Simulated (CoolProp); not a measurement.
Vapour pressure (bar) of fluoroethane (R161): the reference equation beside estimates from Tc = 102.1 °C, pc = 50.10 bar, ω = 0.216. Clausius-Clapeyron is anchored at -44.25 °C with a constant enthalpy of vaporisation of 20.76 kJ/mol.

Values from CoolProp's reference Helmholtz-energy equation of state, Wu 2012.

```csv
T (°C),reference,Clausius-Clapeyron,van der Waals,Redlich-Kwong,Soave-Redlich-Kwong,Peng-Robinson
-61.45,0.2927,0.3039,3.021,0.5210,0.2854,0.2958
-44.25,0.7373,0.7373,4.784,1.218,0.7262,0.7392
-26.95,1.611,1.587,7.156,2.473,1.600,1.608
-9.65,3.136,3.088,10.20,4.498,3.136,3.125
7.65,5.579,5.536,14.00,7.509,5.609,5.558
24.95,9.232,9.274,18.59,11.72,9.325,9.213
42.25,14.41,14.68,24.04,17.33,14.61,14.43
59.45,21.42,22.11,30.36,24.49,21.78,21.53
```

Absolute difference from the reference over all 8 rows, mean and median: Clausius-Clapeyron 1.6 and 1.5 %, van der Waals 301.4 and 188.1 %, Redlich-Kwong 42.0 and 39.0 %, Soave-Redlich-Kwong 1.2 and 1.2 %, Peng-Robinson 0.4 and 0.3 %.
